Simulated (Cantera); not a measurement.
Mixture: CH₄ : O₂ : N₂ = 1 : 1.82 : 10 (molar parts), equivalence ratio 1.1, at 4.24 atm, adiabatic and at constant volume. Ignition delay is the time to a rise of 400 K.

Computed with Cantera and GRI-Mech 3.0 (53 species, 325 reactions).

Q: What does this change do: pressure from 4.24 atm to 18.8 atm?

A: 
| quantity | before | after |
|---|---|---|
| delay at 1048 K | 0.142 s | 25.2 ms |
| delay at 1098 K | 67.7 ms | 12.0 ms |
| delay at 1148 K | 33.6 ms | 6.10 ms |
| delay at 1198 K | 17.2 ms | 3.29 ms |
| delay at 1248 K | 9.08 ms | 1.84 ms |
| delay at 1298 K | 4.93 ms | 1.07 ms |
| delay at 1348 K | 2.74 ms | 0.633 ms |
| apparent activation energy between 1248 and 1348 K | 170 kJ/mol | 150 kJ/mol |
The pressure lies above the range GRI-Mech 3.0 was tuned for (to about 10 atm).
